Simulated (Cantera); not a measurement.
Cantera run:

```python
import numpy as np
import cantera as ct

gas_names = """
    H HO2 H2 H2O H2O2 O OH O2 O3 V VO VO2
""".split()
cond_names = """
    H2O(s) H2O(L) V(cr) V(L) VO(s) VO(L) V2O3(s) V2O3(L) V2O4(I) V2O4(II) V2O4(L) V2O5(s) V2O5(L)
""".split()


# ... load() reads the species with a 1 bar reference pressure and builds the phases ...
atoms = {
    'V2O5': {'V': 2, 'O': 5},
    'H2': {'H': 2},
}
top_T = {}  # K; cautious upper limits of use, not melting points


# ... equilibrate(T, P, feed) seeds the gas with the atoms and calls Mixture.equilibrate('TP', solver="vcs", rtol=1e-11, max_steps=5000) ...
results = []
P = 50000  # Pa
for T in [1575, 1625, 1675, 1725, 1775, 1825, 1875, 1925, 1975]:
    for m in [26, 39, 59, 88, 130, 200, 300, 440, 660]:
        feed = {'V2O5': 1, 'H2': m}  # mol
        mix = equilibrate(T, P, feed)
        results.append((T, P, feed, dict(zip(mix.species_names, mix.species_moles))))

for T, P, feed, n in results:
    print(f"{T:7g} {feed['H2']:10.4g}  " + (" + ".join(c for c in cond_names if n.get(c, 0) > 1e-12) or "gas only"))
```

It prints:

```
   1575         26  V2O3(s)
   1575         39  V2O3(s)
   1575         59  V2O3(s)
   1575         88  V2O3(s)
   1575        130  V2O3(s)
   1575        200  V2O3(s)
   1575        300  V2O3(s)
   1575        440  VO(s) + V2O3(s)
   1575        660  VO(s)
   1625         26  V2O3(s)
   1625         39  V2O3(s)
   1625         59  V2O3(s)
   1625         88  V2O3(s)
   1625        130  V2O3(s)
   1625        200  V2O3(s)
   1625        300  VO(s) + V2O3(s)
   1625        440  VO(s)
   1625        660  VO(s)
   1675         26  V2O3(s)
   1675         39  V2O3(s)
   1675         59  V2O3(s)
   1675         88  V2O3(s)
   1675        130  V2O3(s)
   1675        200  V2O3(s)
   1675        300  VO(s) + V2O3(s)
   1675        440  VO(s)
   1675        660  VO(s)
   1725         26  V2O3(s)
   1725         39  V2O3(s)
   1725         59  V2O3(s)
   1725         88  V2O3(s)
   1725        130  V2O3(s)
   1725        200  VO(s) + V2O3(s)
   1725        300  VO(s)
   1725        440  VO(s)
   1725        660  VO(s)
   1775         26  V2O3(s)
   1775         39  V2O3(s)
   1775         59  V2O3(s)
   1775         88  V2O3(s)
   1775        130  V2O3(s)
   1775        200  VO(s) + V2O3(s)
   1775        300  VO(s)
   1775        440  VO(s)
   1775        660  VO(s)
   1825         26  V2O3(s)
   1825         39  V2O3(s)
   1825         59  V2O3(s)
   1825         88  V2O3(s)
   1825        130  VO(s) + V2O3(s)
   1825        200  VO(s)
   1825        300  VO(s)
   1825        440  VO(s)
   1825        660  VO(s)
   1875         26  V2O3(s)
   1875         39  V2O3(s)
   1875         59  V2O3(s)
   1875         88  V2O3(s)
   1875        130  VO(s) + V2O3(s)
   1875        200  VO(s)
   1875        300  VO(s)
   1875        440  VO(s)
   1875        660  VO(s)
   1925         26  V2O3(s)
   1925         39  V2O3(s)
   1925         59  V2O3(s)
   1925         88  V2O3(s)
   1925        130  VO(s) + V2O3(s)
   1925        200  VO(s)
   1925        300  VO(s)
   1925        440  VO(s)
   1925        660  VO(s)
   1975         26  V2O3(s)
   1975         39  V2O3(s)
   1975         59  V2O3(s)
   1975         88  VO(s) + V2O3(s)
   1975        130  VO(s)
   1975        200  VO(s)
   1975        300  VO(s)
   1975        440  VO(s)
   1975        660  VO(s)
```

These are equilibrium values from Cantera (NASA tables, ideal gas, pure condensed phases), not measurements of a reactor. Mutual solubility and eutectic melting of coexisting phases are not modelled. VO: taken at fixed stoichiometry. Condensed phases not in the tables: the oxides between V2O3 and V2O5 other than VO2.
